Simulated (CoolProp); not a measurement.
Carbon dioxide at several states: Z from the reference equation and from simpler models built on Tc = 304.1 K, pc = 7377 kPa, ω = 0.224; each cubic takes its own stable root.

Computed with CoolProp (reference Helmholtz-energy equation of state, Span 1996).

```
T (K)  p (kPa)          phase  reference  van der Waals  Redlich-Kwong  Soave-Redlich-Kwong  Peng-Robinson
-----  -------  -------------  ---------  -------------  -------------  -------------------  -------------
399.6      562            gas     0.9898         0.9886         0.9885               0.9904         0.9883
688.8     52.9            gas     1.0000         0.9998         0.9999                1.000         1.0000
363       2300            gas          ?              ?         0.9354                    ?         0.9324
307.6      306            gas     0.9862         0.9879         0.9862               0.9863         0.9847
312.4    13000  supercritical          ?              ?         0.3377                    ?              ?
```

Problem. Fill in the missing entries.

Solution. 
- 363, reference: 0.9398
- 363, van der Waals: 0.9376
- 363, Soave-Redlich-Kwong: 0.9418
- 312.4, reference: 0.2938
- 312.4, van der Waals: 0.3980
- 312.4, Soave-Redlich-Kwong: 0.3438
- 312.4, Peng-Robinson: 0.3120
